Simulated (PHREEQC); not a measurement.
Solution (25 °C): 0.0075 mol/kgw HF, 0.00098 mol/kgw (NH4)2SiF6, 0.13 mol/kgw H3BO3 and 0.016 mol/kgw H2SO4. Closed to the air; pH follows from the charge balance.

Computed with PHREEQC (ion-association model, phreeqc.dat).

Each row changes one thing in this solution. No solid was allowed to form.

```tsv
case	pH	ionic strength (mol/kgw)	HSO4- (mol/kgw)	SO4-2 (mol/kgw)	BF4- (mol/kgw)	NH4+ (mol/kgw)
as made	1.67	0.0334	0.00888	0.00703	0.00231	0.00187
diluted 100-fold with water	3.43	0.000556	5.17e-6	0.000155	6.57e-10	[?]
HF from 0.0075 to 0.0375 mol/kgw	1.57	[?]	0.00969	0.00624	0.00877	0.00189
diluted 5-fold with water	2.28	0.00840	0.000889	0.00230	0.000246	0.000384
(NH4)2SiF6 replaced by NH3 at the same molality	1.68	0.0320	0.00886	0.00710	0.00114	0.000936
(NH4)2SiF6 from 0.00098 to 9.8e-05 mol/kgw	1.67	0.0319	0.00901	0.00698	0.00126	0.000187
H3BO3 from 0.13 to 0.143 mol/kgw	1.67	0.0334	0.00888	0.00703	0.00231	0.00187
H2SO4 from 0.016 to 0.024 mol/kgw	1.53	0.0453	0.0149	0.00903	0.00234	[?]
HF replaced by H2SiF6 at the same molality	1.54	0.0422	0.00987	0.00606	0.00940	0.00189
```

Q: Fill in the missing entries.

A: 
- diluted 100-fold with water, NH4+ (mol/kgw): 1.96e-5
- HF from 0.0075 to 0.0375 mol/kgw, ionic strength (mol/kgw): 0.0395
- H2SO4 from 0.016 to 0.024 mol/kgw, NH4+ (mol/kgw): 0.00186

Some of these states are supersaturated (in Quartz (slow to form), Chalcedony (slow to form), SiO2(a), for instance). SiF6-2 is the database's only silicon fluoride. Real BF4- forms and hydrolyses slowly; the run takes it at equilibrium.
